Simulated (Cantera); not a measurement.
A closed system holds: 1 mol BaF2, 1.7 mol O2, 23 mol N2, at 4.95 Torr.

Method: chemical equilibrium by Gibbs-energy minimisation in Cantera with the NASA 1993 tables (ideal gas, pure condensed phases). Candidate condensed phases: Ba, BaF2, BaO; 20 gas species. Kinetics and transport are ignored.

x: gas mole fraction; n: condensed amount in mol.

```tsv
T (°C)	x N2	x O2	x BaF2	x NO	x O	n BaF2(s)
1177	0.929	0.0684	0.00176	0.000589	6.47e-6	0.957
1227	0.926	0.0681	0.00470	0.000756	1.30e-5	0.883
1277	0.920	0.0675	0.0117	0.000950	2.50e-5	0.708
1327	0.905	0.0663	0.0273	0.00117	4.60e-5	0.306
1377	0.894	0.0654	0.0389	[?]	[?]	0
1427	0.894	0.0652	0.0389	[?]	[?]	0
1477	0.894	0.0650	0.0389	0.00207	0.000235	0
1527	0.894	0.0647	0.0389	0.00246	0.000381	0
```

Task: Complete the blanks.

Result: 
- 1427, x NO: 0.00172
- 1427, x O: 0.000141
- 1377, x NO: 0.00142
- 1377, x O: 8.15e-5
